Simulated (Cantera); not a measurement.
A closed system holds: 1 mol Si3N4, 0.31 mol Si, 2.8 mol H2, held at 1.00 bar.

Method: chemical equilibrium by Gibbs-energy minimisation in Cantera with the NASA 1993 tables (ideal gas, pure condensed phases). Candidate condensed phases: Si, Si3N4; 18 gas species. Mutual solubility and eutectic melting of coexisting phases are not modelled. Gases not in the tables: Si2H6 and higher silanes. Kinetics and transport are ignored.

Task: Which condensed phases are stable at each of these points (T (K)): 1548, 1648, 1748, 1848, 1948, 2048, 2148, 2248, 2348, 2448?

Result: 
```json
[
 {"T (K)": "1548", "condensed phases": "Si(s) + Si3N4(s)", "Si condensed (%)": "100.0"},
 {"T (K)": "1648", "condensed phases": "Si(s) + Si3N4(s)", "Si condensed (%)": "100.0"},
 {"T (K)": "1748", "condensed phases": "Si(l) + Si3N4(s)", "Si condensed (%)": "100.0"},
 {"T (K)": "1848", "condensed phases": "Si(l) + Si3N4(s)", "Si condensed (%)": "100.0"},
 {"T (K)": "1948", "condensed phases": "Si(l) + Si3N4(s)", "Si condensed (%)": "100.0"},
 {"T (K)": "2048", "condensed phases": "Si(l) + Si3N4(s)", "Si condensed (%)": "100.0"},
 {"T (K)": "2148", "condensed phases": "Si(l)", "Si condensed (%)": "99.9"},
 {"T (K)": "2248", "condensed phases": "Si(l)", "Si condensed (%)": "99.8"},
 {"T (K)": "2348", "condensed phases": "Si(l)", "Si condensed (%)": "99.6"},
 {"T (K)": "2448", "condensed phases": "Si(l)", "Si condensed (%)": "99.2"}
]
```

From 1548 K to 1648 K the condensed part is Si(s) + Si3N4(s). From 1748 K to 2048 K the condensed part is Si(l) + Si3N4(s). From 2148 K to 2448 K the condensed part is Si(l).
